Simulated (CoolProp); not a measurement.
Properties of fluorine along the isobar 3530 kPa.

Model: reference Helmholtz-energy equation of state, de Reuck 1990, in CoolProp.

| T (°C) | phase | density (kg/m³) | expansivity (1/kK) |
|---|---|---|---|
| -186.85 | liquid | 1502 | [?] |
| -163.15 | liquid | 1321 | 6.634 |
| -139.35 | liquid | 1032 | 20.07 |
| -115.65 | gas | [?] | 12.45 |
| -91.85 | gas | 100.5 | [?] |
| -68.15 | gas | [?] | 6.310 |
| -44.35 | gas | 74.08 | [?] |
| -20.65 | gas | 66.02 | [?] |
| 3.15 | gas | 59.67 | 4.005 |
| 26.85 | gas | 54.53 | 3.610 |

**Question.** Fill in the missing entries.

**Answer.** 
- -186.85, expansivity (1/kK): 4.566
- -115.65, density (kg/m³): 127.4
- -91.85, expansivity (1/kK): 8.161
- -68.15, density (kg/m³): 84.90
- -44.35, expansivity (1/kK): 5.235
- -20.65, expansivity (1/kK): 4.523
